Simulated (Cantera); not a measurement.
Cantera run:

```python
import numpy as np
import cantera as ct

gas_names = """
    CL CLO CL2 Fe FeCL FeCL2 FeCL3 FeO Fe(OH)2 Fe2CL4 Fe2CL6 H HCL HOCL HO2 H2 H2O H2O2 O OH O2 O3
""".split()
cond_names = """
    Fe(a) Fe(c) Fe(d) Fe(L) FeCL2(s) FeCL2(L) FeCL3(s) FeCL3(L) FeO(s) FeO(L) Fe(OH)2(s) Fe(OH)3(s)
    Fe2O3(s) Fe3O4(s) H2O(s) H2O(L)
""".split()


# ... load() reads the species with a 1 bar reference pressure and builds the phases ...
atoms = {
    'FeCl3': {'Fe': 1, 'CL': 3},
    'O2': {'O': 2},
    'H2': {'H': 2},
}
top_T = {'Fe2O3(s)': 1830, 'Fe3O4(s)': 1870}  # K; cautious upper limits of use, not melting points


# ... equilibrate(T, P, feed) seeds the gas with the atoms and calls Mixture.equilibrate('TP', solver="vcs", rtol=1e-11, max_steps=5000) ...
results = []
feed = {'FeCl3': 1, 'O2': 0.12, 'H2': 230}  # mol
P = 52000  # Pa
for T in [923, 1073, 1223, 1373, 1523, 1673, 1823, 1973, 2123]:
    mix = equilibrate(T, P, feed)
    results.append((T, P, feed, dict(zip(mix.species_names, mix.species_moles))))

top = {s: max(r[3][s] / sum(r[3][g] for g in gas_names) for r in results) for s in gas_names}
cols = sorted((s for s in top if top[s] > 0.0001), key=lambda s: -top[s])[:6]
seen = [c for c in cond_names if any(r[3].get(c, 0) > 1e-12 for r in results)]
print("log10 of partial pressures in bar; condensed amounts in mol")
print(f"{'T/K':>10s}" + "".join(f"{s[:9]:>10s}" for s in cols + seen))
for T, P, feed, n in results:
    ng = sum(n[g] for g in gas_names)
    print(f"{T:10.4g}" + "".join(f"{np.log10(max(n[s] / ng * P / 1e5, 1e-99)):10.3f}" for s in cols)
          + "".join(f"{n.get(c, 0):10.4g}" for c in seen))
```

Result:

```
log10 of partial pressures in bar; condensed amounts in mol
       T/K        H2       HCL         H        Fe       H2O     FeCL2     Fe(a)     Fe(c)     Fe(d)     Fe(L)
       923    -0.290    -2.173    -9.757   -15.611    -3.268    -4.992    0.9955         0         0         0
      1073    -0.290    -2.174    -7.999   -12.382    -3.268    -4.674    0.9906         0         0         0
      1223    -0.290    -2.176    -6.667    -9.976    -3.268    -4.459         0    0.9845         0         0
      1373    -0.290    -2.178    -5.623    -8.108    -3.268    -4.300         0    0.9777         0         0
      1523    -0.290    -2.180    -4.781    -6.615    -3.268    -4.177         0    0.9703         0         0
      1673    -0.290    -2.182    -4.089    -5.397    -3.268    -4.081         0         0    0.9613         0
      1823    -0.290    -2.185    -3.508    -4.390    -3.269    -4.011         0         0         0    0.9384
      1973    -0.291    -2.186    -3.015    -3.572    -3.269    -3.983         0         0         0    0.8337
      2123    -0.293    -2.190    -2.592    -2.875    -3.271    -3.966         0         0         0    0.3536
```

Equilibrium computed with Cantera from the NASA thermochemical tables; the gas is ideal and each condensed phase is pure.
